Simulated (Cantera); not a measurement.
A perfectly stirred reactor is fed with H₂ : O₂ : N₂ : H₂O = 1 : 0.82 : 3.08 : 0.049 (molar parts), equivalence ratio 0.61, at 1.01 bar; it is adiabatic with a 500 K inlet, and is followed from long to short residence time, starting on the burning branch (τ in s: 0.38, 0.13, 0.046, 0.016, 0.0056, 0.0019, 0.00068, 0.00024, 8.3e-05, 2.9e-05).

Computed with Cantera and GRI-Mech 3.0 (53 species, 325 reactions).

x: mole fraction; the columns are a selection and need not sum to one.

```csv
τ (s),T (K),x H₂,x O₂,x H,x O,x NO₂,x OH
0.38,2001,0.000304,0.0710,3.31e-5,0.000208,[?],0.00258
0.13,1999,0.000389,0.0711,4.66e-5,0.000259,[?],0.00287
0.046,1995,0.000594,0.0710,8.59e-5,0.000386,[?],0.00347
0.016,1984,0.00107,0.0708,0.000206,0.000683,[?],0.00455
0.0056,1965,0.00203,0.0706,0.000548,0.00130,[?],0.00610
0.0019,1928,0.00391,0.0705,0.00152,0.00252,[?],0.00807
0.00068,1867,0.00694,0.0708,0.00379,0.00449,[?],0.00990
0.00024,1768,0.0115,0.0720,0.00866,0.00736,[?],0.0110
8.3e-5,1623,0.0181,0.0753,0.0173,0.0104,[?],0.0104
2.9e-5,1428,0.0329,0.0846,0.0273,0.0108,[?],0.00783
```

Question: What belongs in the gaps?

Answer: 
- 0.38, x NO₂: 4.59e-7
- 0.13, x NO₂: 2.03e-7
- 0.046, x NO₂: 1.06e-7
- 0.016, x NO₂: 6.05e-8
- 0.0056, x NO₂: 3.31e-8
- 0.0019, x NO₂: 1.70e-8
- 0.00068, x NO₂: 1.03e-8
- 0.00024, x NO₂: 7.54e-9
- 8.3e-5, x NO₂: 5.26e-9
- 2.9e-5, x NO₂: 2.33e-9
